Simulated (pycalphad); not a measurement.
All values are pycalphad results on the COST 507 light-alloy database (1999) (1 atm), not direct measurements. These are 1990s assessments: newer ones move some temperatures and phases. Phase fractions are per mole of atoms.

**Question.** Give the equilibrium state of Si-7.7Sn (at.%) at 857 °C.

**Answer.** DIAMOND_A4, fraction 0.922, with <0.01 Sn at.%; LIQUID, fraction 0.078, with 98.9 Sn at.%.

DIAMOND_A4 is diamond (Si).
